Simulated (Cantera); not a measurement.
What does this Cantera script print?

```python
import numpy as np
import cantera as ct

gas_names = """
    Br Br2 H HBr H2 Si SiBr SiBr2 SiBr3 SiBr4 SiH SiHBr3 SiH2 SiH2Br2 SiH3 SiH3Br SiH4 Si2 Si3
""".split()
cond_names = """
    Br2(cr) Br2(L) Si(cr) Si(L)
""".split()


# ... load() reads the species with a 1 bar reference pressure and builds the phases ...
atoms = {
    'Si': {'Si': 1},
    'HBr': {'H': 1, 'Br': 1},
}
top_T = {}  # K; cautious upper limits of use, not melting points


# ... equilibrate(T, P, feed) seeds the gas with the atoms and calls Mixture.equilibrate('TP', solver="vcs", rtol=1e-11, max_steps=5000) ...
results = []
T = 1573.15  # K
P = 240  # Pa
for m in [1.2, 1.6, 2, 2.7, 3.5, 4.6, 6.1, 7.9, 10]:
    feed = {'Si': 1, 'HBr': m}  # mol
    mix = equilibrate(T, P, feed)
    results.append((T, P, feed, dict(zip(mix.species_names, mix.species_moles))))

top = {s: max(r[3][s] / sum(r[3][g] for g in gas_names) for r in results) for s in gas_names}
cols = sorted((s for s in top if top[s] > 1e-05), key=lambda s: -top[s])[:6]
seen = [c for c in cond_names if any(r[3].get(c, 0) > 1e-12 for r in results)]
print("log10 of partial pressures in bar; condensed amounts in mol")
print(f"{'n(HBr)':>10s}" + "".join(f"{s[:9]:>10s}" for s in cols + seen))
for T, P, feed, n in results:
    ng = sum(n[g] for g in gas_names)
    print(f"{feed['HBr']:10.4g}" + "".join(f"{np.log10(max(n[s] / ng * P / 1e5, 1e-99)):10.3f}" for s in cols)
          + "".join(f"{n.get(c, 0):10.4g}" for c in seen))
```

Output:

```
log10 of partial pressures in bar; condensed amounts in mol
    n(HBr)       HBr        H2     SiBr2        Br     SiBr3     SiBr4    Si(cr)
       1.2    -3.259    -3.041    -3.060    -4.241    -5.234    -6.236    0.5552
       1.6    -3.259    -3.041    -3.060    -4.241    -5.234    -6.236    0.4069
         2    -3.259    -3.041    -3.060    -4.241    -5.234    -6.236    0.2586
       2.7    -3.258    -3.041    -3.060    -4.240    -5.233    -6.234         0
       3.5    -3.049    -3.137    -3.179    -3.983    -5.095    -5.839         0
       4.6    -2.938    -3.231    -3.305    -3.825    -5.063    -5.648         0
       6.1    -2.871    -3.317    -3.435    -3.715    -5.083    -5.559         0
       7.9    -2.833    -3.387    -3.553    -3.642    -5.129    -5.532         0
        10    -2.809    -3.441    -3.661    -3.591    -5.186    -5.537         0
```

Equilibrium computed with Cantera from the NASA thermochemical tables; the gas is ideal and each condensed phase is pure. The tables' values for SiBr3, SiBr are old estimates; treat these amounts as uncertain.
